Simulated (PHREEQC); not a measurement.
Make-up at 15 °C: 0.47 mol MgSO4, 0.29 mol KCl and 0.00021 mol H4SiO4 per kg of water. Closed to the air; pH follows from the charge balance.

The numbers come from PHREEQC with the Pitzer model, pitzer.dat.

Each row changes one thing in this solution. This is a speciation only: nothing precipitates in the calculation.

```json
[
 {"case": "as made", "pH": "6.66", "ionic strength (mol/kgw)": "2.17", "HSO4- (mol/kgw)": "5.07e-7", "H3SiO4- (mol/kgw)": "4.01e-7", "MgOH+ (mol/kgw)": "3.74e-7", "SI of SiO2(a) (SiO2)": "-0.84", "SI of Epsomite (MgSO4:7H2O)": "-0.99"},
 {"case": "diluted 2-fold with water", "pH": "6.82", "ionic strength (mol/kgw)": "1.08", "HSO4- (mol/kgw)": "2.99e-7", "H3SiO4- (mol/kgw)": "1.97e-7", "MgOH+ (mol/kgw)": "2.67e-7", "SI of SiO2(a) (SiO2)": "-1.19", "SI of Epsomite (MgSO4:7H2O)": "-1.28"},
 {"case": "KCl replaced by KHCO3 at the same molality", "pH": "7.37", "ionic strength (mol/kgw)": "…", "HSO4- (mol/kgw)": "9.79e-8", "H3SiO4- (mol/kgw)": "2.03e-6", "MgOH+ (mol/kgw)": "1.90e-6", "SI of SiO2(a) (SiO2)": "-0.85", "SI of Epsomite (MgSO4:7H2O)": "-1.05"},
 {"case": "KCl replaced by K2SO4 at the same molality", "pH": "…", "ionic strength (mol/kgw)": "2.75", "HSO4- (mol/kgw)": "6.60e-7", "H3SiO4- (mol/kgw)": "4.98e-7", "MgOH+ (mol/kgw)": "4.01e-7", "SI of SiO2(a) (SiO2)": "-0.86", "SI of Epsomite (MgSO4:7H2O)": "-0.99"},
 {"case": "diluted 10-fold with water", "pH": "7.02", "ionic strength (mol/kgw)": "…", "HSO4- (mol/kgw)": "9.05e-8", "H3SiO4- (mol/kgw)": "3.64e-8", "MgOH+ (mol/kgw)": "1.11e-7", "SI of SiO2(a) (SiO2)": "-1.92", "SI of Epsomite (MgSO4:7H2O)": "-2.02"}
]
```

Complete the blanks.


- KCl replaced by KHCO3 at the same molality, ionic strength (mol/kgw): 2.16
- KCl replaced by K2SO4 at the same molality, pH: 6.76
- diluted 10-fold with water, ionic strength (mol/kgw): 0.217

Some of these states are supersaturated (in Magnesite (slow to form), for instance). In brines, pH and single-ion activities rest on the MacInnes convention.
